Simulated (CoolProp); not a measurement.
Vapour-liquid equilibrium of benzene (1) + n-nonane (2) at 0.0403 MPa; x and y are mole fractions of (1).

Computed with CoolProp (multi-fluid Helmholtz-energy mixture model, Thol 2012 and Lemmon 2006; pair parameters Bell 2016).

| x | bubble temperature, mixture model (K) | bubble temperature, Raoult's law (K) | y, mixture model | y, Raoult's law |
|---|---|---|---|---|
| 0.05 | 378.5 | 383.3 | 0.393 | 0.292 |
| 0.125 | 364.5 | 372.6 | 0.660 | 0.551 |
| 0.2 | 355.5 | 364.3 | ___ | 0.699 |
| 0.275 | 349.4 | 357.6 | 0.839 | 0.790 |
| 0.35 | 344.9 | 352.1 | 0.877 | 0.850 |
| 0.425 | 341.5 | 347.4 | ___ | 0.891 |
| 0.5 | 338.8 | 343.4 | 0.921 | 0.921 |
| 0.575 | ___ | 339.9 | 0.936 | 0.942 |
| 0.65 | 334.4 | 336.8 | 0.949 | 0.959 |
| 0.725 | 332.5 | 334.1 | ___ | 0.972 |
| 0.8 | 330.7 | 331.6 | 0.971 | 0.982 |
| 0.875 | 328.9 | 329.3 | 0.982 | 0.990 |
| 0.95 | 327.2 | 327.3 | 0.993 | 0.996 |

Task: Some entries are withheld; supply them.

Result: 
- 0.2, y, mixture model: 0.777
- 0.425, y, mixture model: 0.902
- 0.575, bubble temperature, mixture model (K): 336.5
- 0.725, y, mixture model: 0.960

The largest gap from Raoult's law is -8.8 K in bubble temperature, at x = 0.2. No azeotrope shows between x = 0.05 and 0.95.

The pair parameters rest on a limited set of measurements; away from them the model extrapolates.
